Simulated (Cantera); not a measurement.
A freely propagating, adiabatic, planar premixed flame of 33.5 % H₂, 14.0 % O₂, 52.6 % N₂, unburnt at 475 K and 0.100 bar; mixture-averaged transport, grid criteria slope 0.08 and curve 0.16, no radiation.

Model: the H2/O2 subset of GRI-Mech 3.0, which has no nitrogen chemistry, integrated in Cantera. Burning velocities carry a grid error of a few per cent, more on coarse grids.

**Question.** Predict: laminar burning velocity; thermal thickness; peak x(H₂O₂); peak x(HO₂); peak x(O).

**Answer.** laminar burning velocity: 414 cm/s
thermal thickness: 8.71 mm
peak x(H₂O₂): 3.35e-6
peak x(HO₂): 6.29e-5
peak x(O): 0.0117
